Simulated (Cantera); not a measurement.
**Thermodynamics of silicon oxide and oxynitride deposition, feed SiH₂Cl₂ + O₃ + N₂**

Charge: 1 mol SiH₂Cl₂, 2.2 mol O₃, 3.1 mol N₂, at 49.0 Pa.

These are equilibrium values from Cantera (NASA tables, ideal gas, pure condensed phases), not measurements of a reactor. Candidate condensed phases: H₂O, NH₄Cl, Si, SiO₂, Si₂N₂O, Si₃N₄; 47 gas species. The tables hold silica as quartz up to 1696 K and as liquid above; real silica turns to tridymite and cristobalite and melts near 1996 K. Kinetics and transport are ignored.

```csv
T (K),x N₂,x O₂,x HCl,x Cl,x H₂O,x Cl₂,n SiO₂(β-quartz)
925,0.423,0.304,0.233,0.000735,0.0201,0.0198,1.00
1000,0.422,0.305,0.240,0.00214,0.0160,0.0149,1.00
1075,0.421,0.305,0.244,0.00523,0.0136,0.0110,1.00
1150,0.419,0.305,0.245,0.0108,0.0129,0.00756,1.00
1225,0.418,0.303,0.242,0.0188,0.0140,0.00463,1.00
1300,0.416,0.300,0.235,0.0285,0.0168,0.00259,1.00
1375,0.415,0.297,0.225,0.0395,0.0211,0.00140,1.00
1450,0.413,0.293,0.214,0.0515,0.0264,0.000763,1.00
1525,0.412,0.289,0.201,0.0643,0.0324,0.000427,1.00
```
x: gas mole fraction; n: condensed amount in mol.

From 925 K to 1525 K the condensed part is SiO₂(β-quartz).
